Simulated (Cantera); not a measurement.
A freely propagating, adiabatic, planar premixed flame of 36.0 % H2, 12.9 % O2, 48.3 % N2, 2.85 % H2O, unburnt at 300 K and 0.160 bar; mixture-averaged transport, grid criteria slope 0.08 and curve 0.16, no radiation.

Model: the H2/O2 subset of GRI-Mech 3.0, which has no nitrogen chemistry, integrated in Cantera. Burning velocities carry a grid error of a few per cent, more on coarse grids.

x: mole fraction of selected species; z is measured from the peak of heat release.

```
z (mm)  T (K)  u (m/s)    x H2     x O2   x H2O  x HO2      x O   x H2O2
------  -----  -------  ------  -------  ------  -----  -------  -------
-10.9     300     2.39   0.360    0.129  0.0285  <1e-8    <1e-8    <1e-8
-7.27     300     2.39   0.360    0.129  0.0285  <1e-8    <1e-8    <1e-8
-5.45     300     2.39   0.360    0.129  0.0285  <1e-8    <1e-8    <1e-8
-3.63     300     2.39   0.360    0.129  0.0285  <1e-8    <1e-8    <1e-8
-1.82     304     2.42   0.359    0.129  0.0286    ___  2.44e-7  1.27e-6
-0.908    533     4.14   0.330    0.125  0.0442    ___  9.50e-5  5.95e-5
0         985     7.41   0.226   0.0924   0.122    ___  0.00296  7.97e-7
0.908    1280     9.53   0.117   0.0297   0.239    ___  0.00684  6.66e-7
1.82     1405     10.4  0.0914   0.0115   0.274    ___  0.00617  6.01e-7
3.63     1527     11.2  0.0930  0.00787   0.282    ___  0.00557  4.56e-7
7.27     1660     12.1  0.0985  0.00620   0.288    ___  0.00468  2.70e-7
14.5     1797     12.9   0.103  0.00441   0.295    ___  0.00347  1.39e-7
29.1     1924     13.7   0.107  0.00277   0.304    ___  0.00222  7.01e-8
```

**Question.** Complete the blanks.

**Answer.** 
- -1.82, x HO2: 1.68e-5
- -0.908, x HO2: 9.80e-5
- 0, x HO2: 2.43e-5
- 0.908, x HO2: 6.67e-6
- 1.82, x HO2: 2.36e-6
- 3.63, x HO2: 1.42e-6
- 7.27, x HO2: 9.79e-7
- 14.5, x HO2: 6.36e-7
- 29.1, x HO2: 3.90e-7
